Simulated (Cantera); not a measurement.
Cantera run, input and output.

```python
import numpy as np
import cantera as ct

gas = ct.Solution("gri30.yaml")
gas.TPX = 1525, 1333, {'CH4': 1, 'H2': 1.1, 'N2': 0.0039}
inlet = ct.Reservoir(gas, clone=True)

reactor = ct.IdealGasConstPressureReactor(gas, energy="off", clone=False)
exhaust = ct.Reservoir(gas, clone=True)
tau = [27, 4.6, 0.8, 0.14, 0.024, 0.0042, 0.00072, 0.00012][0]
for a, b in ((inlet, reactor), (reactor, exhaust)):
    ct.MassFlowController(a, b, mdot=lambda t: reactor.mass / tau)
net = ct.ReactorNet([reactor])
show = ['CH4', 'H2', 'C2H4', 'CH2', 'C2H', 'CH3']

rows = []
print(f"{'tau/s':>10s}{'T/K':>9s}" + "".join(f"{s:>11s}" for s in show))
for tau in [27, 4.6, 0.8, 0.14, 0.024, 0.0042, 0.00072, 0.00012]:
    net.initial_time = 0.0
    net.advance(30 * tau)
    before = gas.X
    net.advance(40 * tau)
    drift = np.max(np.abs(gas.X - before) / (gas.X + 1e-9))
    rows.append([gas.T, *gas[show].X, drift])
    print(f"{tau:10.3e}{gas.T:9.1f}" + "".join(f"{x:11.3e}" for x in gas[show].X))
```

It prints:

```
     tau/s      T/K        CH4         H2       C2H4        CH2        C2H        CH3
 2.700e+01   1525.0  1.037e-01  7.685e-01  6.297e-04  3.412e-08  4.027e-08  3.075e-04
 4.600e+00   1525.0  2.438e-01  6.755e-01  1.634e-03  5.143e-08  2.023e-08  5.901e-04
 8.000e-01   1525.0  3.932e-01  5.761e-01  3.112e-03  6.486e-08  5.824e-09  8.462e-04
 1.400e-01   1525.0  4.618e-01  5.309e-01  2.036e-03  5.293e-08  4.735e-10  8.197e-04
 2.400e-02   1525.0  4.746e-01  5.231e-01  1.007e-04  9.019e-09  8.241e-13  3.284e-04
 4.200e-03   1525.0  4.752e-01  5.229e-01  6.593e-07  3.446e-10  9.902e-17  6.280e-05
 7.200e-04   1525.0  4.753e-01  5.228e-01  3.226e-09  1.008e-11  1.283e-20  1.081e-05
 1.200e-04   1525.0  4.753e-01  5.228e-01  1.155e-11  2.397e-13  1.684e-24  1.763e-06
```

Computed with Cantera and GRI-Mech 3.0 (53 species, 325 reactions). GRI-Mech 3.0 stops at C3 and has no aromatics, soot or wall deposition, so with more carbon than oxygen in the feed, carbon stays in small species such as C2H2 where larger ones or solid carbon would form. Radical loss at walls, strong at low pressure, is not modelled.
